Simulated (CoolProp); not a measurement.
Vapour-liquid equilibrium of n-octane (1) + ethylbenzene (2) at 56.5 kPa; x and y are mole fractions of (1).

Values from CoolProp's multi-fluid Helmholtz-energy mixture model, Beckmüller 2019 and Zhou 2012; pair parameters Bell 2016.

Problem. Give the bubble temperature and the first vapour's composition at x = 0.25, 0.45, 0.65. Is there an azeotrope?

Solution. x = 0.25: 384.3 K, y = 0.335; x = 0.45: 382.0 K, y = 0.529; x = 0.65: 380.4 K, y = 0.698. No azeotrope shows between x = 0.05 and 0.95.

The pair parameters rest on a limited set of measurements; away from them the model extrapolates.
